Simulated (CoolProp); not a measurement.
Vapour-liquid equilibrium of CHF3 (R23) (1) + sulfur hexafluoride (2) at 1530 kPa; x and y are mole fractions of (1).

Model: multi-fluid Helmholtz-energy mixture model, Penoncello 2003 and Guder 2009; pair parameters Bell 2016, in CoolProp.

| x | bubble temperature (K) | y at the bubble point | dew temperature at overall composition x (K) | liquid density (mol/L) |
|---|---|---|---|---|
| 0.05 | 275.2 | 0.138 | ___ | 10.62 |
| 0.2 | 265.2 | 0.391 | 272.8 | 11.39 |
| 0.35 | 260.3 | ___ | 266.8 | 12.05 |
| 0.5 | 257.6 | 0.618 | 261.1 | 12.77 |
| 0.65 | 256.0 | ___ | 256.9 | ___ |
| 0.8 | 255.3 | 0.806 | 255.3 | 14.70 |
| 0.95 | 255.7 | 0.942 | 255.7 | ___ |

**Question.** What belongs in the gaps?

**Answer.** 
- 0.05, dew temperature at overall composition x (K): 278.7
- 0.35, y at the bubble point: 0.524
- 0.65, y at the bubble point: 0.706
- 0.65, liquid density (mol/L): 13.65
- 0.95, liquid density (mol/L): 15.96

y crosses x between x = 0.8 and 0.95: the model has an azeotrope there.

Pair parameters are fitted to limited data, so mixtures are less certain than the pure fluids.
